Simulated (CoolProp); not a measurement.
Vapour-liquid equilibrium of benzene (1) + n-decane (2) at 0.584 MPa; x and y are mole fractions of (1).

The numbers come from the multi-fluid Helmholtz-energy mixture model, Thol 2012 and Lemmon 2006; pair parameters Bell 2016 in CoolProp.

```
x     bubble temperature, mixture model (K)  bubble temperature, Raoult's law (K)  y, mixture model  y, Raoult's law
----  -------------------------------------  ------------------------------------  ----------------  ---------------
0.05                                  522.2                                 518.8             0.163            0.241
0.15                                  503.9                                 498.1             0.437            0.541
0.25                                  487.3                                 482.0             0.629            0.708
0.35                                  473.2                                 469.3             0.754            0.809
0.45                                  461.7                                 458.8             0.835            0.873
0.55                                  452.1                                 450.1             0.889            0.916
0.65                                  444.1                                 442.6             0.927            0.946
0.75                                  437.3                                 436.2             0.955            0.968
0.85                                  431.2                                 430.6             0.976            0.983
0.95                                  425.8                                 425.6             0.993            0.995
```

The largest gap from Raoult's law is +5.8 K in bubble temperature, at x = 0.15. No azeotrope shows between x = 0.05 and 0.95.

The pair parameters rest on a limited set of measurements; away from them the model extrapolates.
